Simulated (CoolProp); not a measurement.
Saturation properties of vinyl chloride (Tc = 425.0 K, pc = 5600 kPa, ω = 0.160).

Model: reference Helmholtz-energy equation of state, Thol 2022, in CoolProp.

```csv
T (K),p (kPa),liquid density (kg/m³),enthalpy of vaporisation (kJ/kg),liquid cp (kJ/(kg K)),vapour Z
241.7,46.32,1001,369.4,1.473,0.9834
258.1,96.59,972.2,356.2,1.480,0.9718
274.6,182.7,942.7,342.7,1.495,0.9557
291,317.2,912.7,328.7,1.519,0.9347
307.4,515.9,881.5,313.7,1.552,0.9083
323.8,795.2,848.8,297.3,1.598,0.8759
340.3,1176,813.6,279.0,1.663,0.8365
356.7,1672,775.2,258.2,1.759,0.7893
```

It boils at 259.3 K under 1 atm.
